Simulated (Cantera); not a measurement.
# Thermodynamics of titanium nitride, carbide and oxide coatings, feed TiCl₄ + CH₄ + H₂ + C₃H₈

A closed system holds: 1 mol TiCl₄, 0.19 mol CH₄, 3 mol H₂, 0.48 mol C₃H₈, equilibrated at 1227 °C.

Method: chemical equilibrium by Gibbs-energy minimisation in Cantera with the NASA 1993 tables (ideal gas, pure condensed phases). Candidate condensed phases: C, C₆H₆, C₇H₈, C₈H₁₈, Ti, TiC, TiCl₂, TiCl₃, TiCl₄; 96 gas species. The tables' values for TiCl₂ are old estimates; treat these amounts as uncertain. TiC: taken at fixed stoichiometry. Rates play no part.

```
P (Pa)   x H₂  x HCl   x TiCl₄  x TiCl₃       x H  n C(graphite)  n TiC(s)
------  -----  -----  --------  -------  --------  -------------  --------
10      0.455  0.541   4.41e-5  0.00176   0.00119          0.644     0.986
37      0.458  0.537  0.000157  0.00329  0.000619          0.656     0.974
140     0.464  0.529  0.000543  0.00599  0.000320          0.678     0.951
520     0.474  0.514   0.00172   0.0102  0.000168          0.717     0.912
1900    0.491  0.488   0.00475   0.0159   8.95e-5          0.779     0.850
7200    0.518  0.448    0.0115   0.0221   4.72e-5          0.870     0.760
27000   0.554  0.396    0.0230   0.0267   2.52e-5          0.979     0.650
100000  0.595  0.337    0.0388   0.0285   1.36e-5           1.09     0.534
```
x: gas mole fraction; n: condensed amount in mol.

From 10.0 Pa to 1.00 bar the condensed part is C(graphite) + TiC(s). The main Ti-bearing gas is TiCl₃ at 10.0 Pa and TiCl₄ at 1.00 bar. The share of Ti in condensed phases is highest at 10.0 Pa (98.6 %) and lowest at 1.00 bar (53.4 %).
